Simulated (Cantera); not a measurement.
Low-pressure radical oxidation in H2/O2

An isothermal, constant-pressure homogeneous reactor starts with 0.464 % H2, 31.0 % O2, 68.1 % N2, 0.495 % H2O, equivalence ratio 0.0075, at 1098 K and 0.0390 bar.

Model: the H2/O2 subset of GRI-Mech 3.0, which has no nitrogen chemistry, integrated in Cantera. Radical loss at walls, strong at low pressure, is not modelled.

| t (s) | x H2 | x O2 | x OH | x H2O2 | x O | x HO2 |
|---|---|---|---|---|---|---|
| 7.00e-5 | 0.00464 | 0.310 | 1.08e-11 | <1e-12 | 1.12e-11 | 3.31e-11 |
| 0.000168 | 0.00464 | 0.310 | 4.35e-11 | <1e-12 | 4.85e-11 | 7.96e-11 |
| 0.000402 | 0.00464 | 0.310 | 1.55e-10 | <1e-12 | 1.97e-10 | 1.93e-10 |
| 0.000963 | 0.00464 | 0.310 | 6.71e-10 | <1e-12 | 1.00e-9 | 4.75e-10 |
| 0.00231 | 0.00464 | 0.310 | 8.26e-9 | <1e-12 | 1.33e-8 | 1.43e-9 |
| 0.00553 | 0.00464 | 0.309 | 2.25e-6 | 3.07e-11 | 3.66e-6 | 9.96e-8 |
| 0.0132 | 0.000262 | 0.306 | 0.000454 | 9.58e-8 | 0.00244 | 2.68e-6 |
| 0.0317 | 2.93e-5 | 0.307 | 0.000221 | 4.64e-8 | 0.00127 | 1.64e-6 |
| 0.0760 | 8.87e-6 | 0.308 | 0.000122 | 3.80e-8 | 0.000395 | 9.34e-7 |
| 0.182 | 1.99e-6 | 0.308 | 5.89e-5 | 2.41e-8 | 9.24e-5 | 3.98e-7 |
| 0.436 | 4.06e-7 | 0.308 | 2.75e-5 | 1.10e-8 | 1.99e-5 | 1.34e-7 |
| 1.05 | 8.86e-8 | 0.308 | 1.33e-5 | 3.93e-9 | 4.59e-6 | 4.03e-8 |
| 2.50 | 2.24e-8 | 0.308 | 6.86e-6 | 1.31e-9 | 1.22e-6 | 1.23e-8 |
| 6.00 | 6.58e-9 | 0.308 | 3.80e-6 | 4.50e-10 | 3.75e-7 | 4.11e-9 |
x: mole fraction; the columns are a selection and need not sum to one.

Equilibrium at this temperature and pressure: H2 1.11e-10, O2 0.308, OH 5.07e-7, H2O2 9.32e-12, O 6.71e-9, HO2 7.13e-10 (gas phase only).
